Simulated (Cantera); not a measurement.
## Equilibrium for roasting and sulfation: MgO + H2S + O2

A closed system holds: 1 mol MgO, 0.21 mol H2S, 0.54 mol O2, held at 825 K and 0.133 bar.

Cantera equilibrium calculation (NASA polynomials, part measured and part estimated; ideal gas, pure solids and liquids). Candidate condensed phases: H2O, H2SO4, Mg, MgO, Mg(OH)2, MgS, MgSO4, S; 26 gas species. Kinetics and transport are ignored.

* **x(H2O)**: 0.636
* **x(O2)**: 0.364
* **n(MgO(s))**: 0.790 mol
* **n(MgSO4(s))**: 0.210 mol
* **gas amount**: 0.3300 mol
* **log10 activity of H2SO4(l) (absent)**: -11.93
* **log10 activity of S(l) (absent)**: -26.62
* **log10 activity of Mg(s) (absent)**: -31.78
